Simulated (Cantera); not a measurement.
**Equilibrium for chlorosilane synthesis and conversion: Si + Cl₂ + H₂**

A closed system holds: 1 mol Si, 1.7 mol Cl₂, 1.1 mol H₂, held at 975 K and 1 atm.

Method: chemical equilibrium by Gibbs-energy minimisation in Cantera with the NASA 1993 tables (ideal gas, pure condensed phases). Candidate condensed phases: Si; 19 gas species. The tables' values for SiCl₃ are old estimates; treat these amounts as uncertain. The numbers say what is thermodynamically allowed, not how fast it happens.

x(H₂): 0.515
x(SiCl₄): 0.359
x(SiHCl₃): 0.110
x(HCl): 0.00959
x(SiH₂Cl₂): 0.00355
x(SiCl₃): 0.00191
x(SiCl₂): 0.000288
x(SiH₃Cl): 2.89e-5
n(Si(s)): 0.0976 mol
gas amount: 1.900 mol
